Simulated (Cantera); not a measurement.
Feed: 1 mol CH3SiCl3, 0.26 mol C2H4, 320 mol H2, 0.19 mol HCl, held at 1273.15 K and 13300 Pa.

Method: chemical equilibrium by Gibbs-energy minimisation in Cantera with the NASA 1993 tables (ideal gas, pure condensed phases). Candidate condensed phases: C, C6H6, C7H8, C8H18, Si, SiC; 109 gas species. The feed counts by its element totals alone. The numbers say what is thermodynamically allowed, not how fast it happens.

Base state: H2 0.989, HCl 0.00986, CH4 0.00122 (mole fractions); condensed: C(graphite) + SiC(s).

What changes in the equilibrium state with this change: temperature from 1273.15 K to 1400 K?


```csv
species,before,after
H2,0.989,0.990
HCl,0.00986,0.00986
CH4,0.00122,0.000564
H,1.95e-6,1.33e-5
"C(graphite), mol",0.124,0.336
"SiC(s), mol",1.000,1.000
```
